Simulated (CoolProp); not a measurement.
A simple Rankine cycle with hexamethyldisiloxane (MM): condensing at 308.15 K, boiler at 0.21 MPa, turbine inlet 441 K, turbine efficiency 0.65, pump efficiency 0.7, no recuperator. Each further row changes one setting.

Model: reference Helmholtz-energy equation of state, Thol 2016, in CoolProp.

| case | thermal efficiency (%) | net work (kJ/kg) | heat in (kJ/kg) | turbine exit temperature (K) | volume ratio over the turbine |
|---|---|---|---|---|---|
| as stated | 9.6 | 42.6 | 443 | 414.6 | 23.4 |
| turbine inlet 461 K | ___ | ___ | ___ | 434.5 | ___ |
| condensing temperature 300.15 K | 10.4 | 47.7 | 459 | 411.7 | 34.2 |
| boiler pressure 0.147 MPa | 8.6 | 38.3 | ___ | 418.1 | 16.1 |
| turbine efficiency 0.55 | 8.1 | 36.0 | 443 | 418.3 | ___ |

Q: Fill in the missing entries.

A: 
- turbine inlet 461 K, thermal efficiency (%): 9.3
- turbine inlet 461 K, net work (kJ/kg): 44.8
- turbine inlet 461 K, heat in (kJ/kg): 482
- turbine inlet 461 K, volume ratio over the turbine: 23.2
- boiler pressure 0.147 MPa, heat in (kJ/kg): 445
- turbine efficiency 0.55, volume ratio over the turbine: 23.6
